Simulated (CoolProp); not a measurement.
A single-stage vapour-compression cycle with the fluid: evaporating at 232.15 K (dew point), condensing at 296.15 K (bubble point), superheat 2 K, subcooling 2 K, compressor efficiency 0.7, no pressure losses. The same conditions are run with several fluids, on thermodynamics alone (safety and materials aside).

Model: reference Helmholtz-energy equation of state of each fluid (R236FA: Pan 2012; fluoroethane (R161): Wu 2012; vinyl chloride: Thol 2022; sulfur hexafluoride: Guder 2009; isobutene: Lemmon 2005), in CoolProp.

Problem. Rank R236FA, fluoroethane (R161), vinyl chloride, sulfur hexafluoride, isobutene by cooling COP, highest first.

Solution. vinyl chloride (2.05), isobutene (2.00), fluoroethane (R161) (1.97), R236FA (1.85), sulfur hexafluoride (1.38)

```json
[
 {"fluid": "R236FA", "pressure ratio": "18.5", "discharge temperature (K)": "313.0", "refrigerating effect (kJ/kg)": "106", "volumetric capacity (kJ/m³)": "115"},
 {"fluid": "fluoroethane (R161)", "pressure ratio": "10.1", "discharge temperature (K)": "365.9", "refrigerating effect (kJ/kg)": "301", "volumetric capacity (kJ/m³)": "660"},
 {"fluid": "vinyl chloride", "pressure ratio": "13.0", "discharge temperature (K)": "395.3", "refrigerating effect (kJ/kg)": "286", "volumetric capacity (kJ/m³)": "265"},
 {"fluid": "sulfur hexafluoride", "pressure ratio": "6.88", "discharge temperature (K)": "310.0", "refrigerating effect (kJ/kg)": "46.5", "volumetric capacity (kJ/m³)": "1250"},
 {"fluid": "isobutene", "pressure ratio": "13.5", "discharge temperature (K)": "332.9", "refrigerating effect (kJ/kg)": "287", "volumetric capacity (kJ/m³)": "179"}
]
```
